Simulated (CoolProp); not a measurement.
The fluid at 432.99 K and 1.24 MPa is compressed adiabatically to 7.11 MPa with isentropic efficiency 0.75. The same conditions are run with several fluids, on thermodynamics alone (safety and materials aside).

Model: reference Helmholtz-energy equation of state of each fluid (n-pentane: Thol 2019; carbon dioxide: Span 1996; normal hydrogen: Leachman 2009), in CoolProp.

```tsv
fluid	work (kJ/kg)	final temperature (K)	final phase	final density (kg/m³)
n-pentane	71.0	521.1	supercritical	284
carbon dioxide	223	654.0	gas	57.9
normal hydrogen	5450	803.1	supercritical	2.11
```
